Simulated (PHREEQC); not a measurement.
A solution holds 0.003 mol/kgw H3PO4 and 0.012 mol/kgw HCl, at 5 °C. Closed to the air; pH follows from the charge balance.

Model: ion-association model, wateq4f.dat, run in PHREEQC.

Each row changes one thing in this solution. No solid was allowed to form.

| case | pH | ionic strength (mol/kgw) | H3PO4 (mol/kgw) | H2PO4- (mol/kgw) | HPO4-2 (mol/kgw) |
|---|---|---|---|---|---|
| as made | 1.92 | 0.0133 | 0.00166 | 0.00134 | 8.54e-9 |
| diluted 10-fold with water | 2.85 | 0.00146 | 4.00e-5 | 0.000260 | 1.15e-8 |
| H3PO4 from 0.003 to 0.006 mol/kgw | 1.88 | 0.0146 | … | 0.00257 | 1.52e-8 |
| HCl from 0.012 to 0.024 mol/kgw | 1.66 | 0.0249 | 0.00205 | 0.000946 | 3.63e-9 |
| HCl from 0.012 to 0.12 mol/kgw | 1.00 | 0.120 | 0.00269 | 0.000313 | 3.74e-10 |
| 0.004 mol/kgw NaCl added | 1.92 | 0.0174 | 0.00164 | 0.00136 | … |
| H3PO4 replaced by Na2HPO4 at the same molality | 2.15 | 0.0138 | 0.00125 | 0.00175 | 1.93e-8 |

Problem. Some entries are withheld; supply them.

Solution. 
- H3PO4 from 0.003 to 0.006 mol/kgw, H3PO4 (mol/kgw): 0.00343
- 0.004 mol/kgw NaCl added, HPO4-2 (mol/kgw): 9.06e-9

Species that the database lacks are ignored. H3PO4, which wateq4f.dat lacks, is added to it with the constant of phreeqc.dat. Constants without temperature data keep their 25 °C values here.
